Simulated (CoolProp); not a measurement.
Values from CoolProp's reference Helmholtz-energy equation of state, Eisenbach 2021.

Task: For propylene glycol, give the phase and the density (kg/m³), cp (kJ/(kg K)), speed of sound (m/s), fugacity coefficient at 341 K and 0.125 MPa; 509.9 K and 3.87 MPa.

Result: 
- 341 K and 0.125 MPa: liquid; density 999, cp 2.73, speed of sound 1390, fugacity coefficient 0.00370
- 509.9 K and 3.87 MPa: liquid; density 845, cp 3.63, speed of sound 900, fugacity coefficient 0.101
